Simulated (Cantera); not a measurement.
**Thermodynamics of carbon deposition, reforming and gasification, feed C6H6 + CO2 + H2**

Feed: 1 mol C6H6, 4.8 mol CO2, 4.2 mol H2, at 1223.15 K and 1 atm.

These are equilibrium values from Cantera (NASA tables, ideal gas, pure condensed phases), not measurements of a reactor. Candidate condensed phases: C, C6H6, C7H8, C8H18, H2O; 110 gas species. The numbers say what is thermodynamically allowed, not how fast it happens.

x(CO): 0.564
x(H2): 0.424
x(H2O): 0.00486
x(CO2): 0.00443
x(CH4): 0.00242
n(C(graphite)): 1.31 mol
gas amount: 16.61 mol
